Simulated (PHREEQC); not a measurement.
Dissolve 4.3 mmol/kgw NaF at 60 °C. Closed to the air; pH follows from the charge balance.

All values are PHREEQC results (ion-association model, phreeqc.dat), not measurements.

Each row changes one thing in this solution. This is a speciation only: nothing precipitates in the calculation.

```json
[
 {"case": "as made", "pH": "7.05", "ionic strength (mol/kgw)": "0.00429", "HF (mol/kgw)": "1.04e-6"},
 {"case": "NaF replaced by NH4HF2 at the same molality", "pH": "3.50", "ionic strength (mol/kgw)": "…", "HF (mol/kgw)": "0.00388"},
 {"case": "NaF from 0.0043 to 0.00473 mol/kgw", "pH": "7.07", "ionic strength (mol/kgw)": "0.00472", "HF (mol/kgw)": "…"},
 {"case": "diluted 100-fold with water", "pH": "6.53", "ionic strength (mol/kgw)": "4.33e-5", "HF (mol/kgw)": "…"},
 {"case": "0.00097 mol/kgw HBr added", "pH": "4.03", "ionic strength (mol/kgw)": "0.00439", "HF (mol/kgw)": "…"},
 {"case": "NaF from 0.0043 to 0.043 mol/kgw", "pH": "7.50", "ionic strength (mol/kgw)": "0.0423", "HF (mol/kgw)": "3.15e-6"}
]
```

Problem. Some entries are withheld; supply them.

Solution. 
- NaF replaced by NH4HF2 at the same molality, ionic strength (mol/kgw): 0.00464
- NaF from 0.0043 to 0.00473 mol/kgw, HF (mol/kgw): 1.10e-6
- diluted 100-fold with water, HF (mol/kgw): 3.66e-8
- 0.00097 mol/kgw HBr added, HF (mol/kgw): 0.000858

Away from 25 °C the constants follow the database's enthalpies or fits; those with neither stay at their 25 °C values.
